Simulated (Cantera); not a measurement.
A closed system holds: 1 mol CsOH, 0.77 mol H2O, held at 2075 K and 26.0 Pa.

Cantera equilibrium calculation (NASA polynomials, part measured and part estimated; ideal gas, pure solids and liquids). Candidate condensed phases: Cs, CsOH, H2O; 15 gas species. Equilibrium is a limit: real reactors are often held back by kinetics, nucleation or transport.

Problem. What is the equilibrium state?

Solution. 
```
Property                                Value
----------------------------------  ---------
x(H2O)                                  0.392
x(Cs)                                   0.341
x(O2)                                  0.0930
x(CsOH)                                0.0425
x(H2)                                  0.0397
x(OH)                                  0.0371
x(H)                                   0.0329
x(O)                                   0.0220
x(CsO)                               0.000264
gas amount                          2.606 mol
log10 activity of CsOH(l) (absent)      -6.78
```
